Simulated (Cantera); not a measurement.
Input: 1 mol SiH4, 75 mol N2, 1.6 mol H2, 0.24 mol NH3, equilibrated at 2050 K and 14.0 mbar.

Equilibrium computed with Cantera from the NASA thermochemical tables; the gas is ideal and each condensed phase is pure. Candidate condensed phases: Si, Si3N4; 18 gas species. The tables' values for SiN are old estimates; treat these amounts as uncertain. The numbers say what is thermodynamically allowed, not how fast it happens.

Base state: N2 0.942, H2 0.0475, Si 0.00552, H 0.00418, Si2N 0.000184, SiN 0.000147, SiH 8.62e-5, Si2 6.43e-5 (mole fractions); condensed: Si(l).

**Question.** What changes in the equilibrium state with this change: temperature from 2050 K to 950 K?

**Answer.** 
```tsv
species	before	after
N2	0.942	0.949
H2	0.0475	0.0505
H	0.00418	1.06e-9
Si	0.00552	<1e-9
Si2N	0.000184	<1e-9
SiN	0.000147	<1e-9
Si(l), mol	0.498	0
Si3N4(s), mol	0	0.333
```
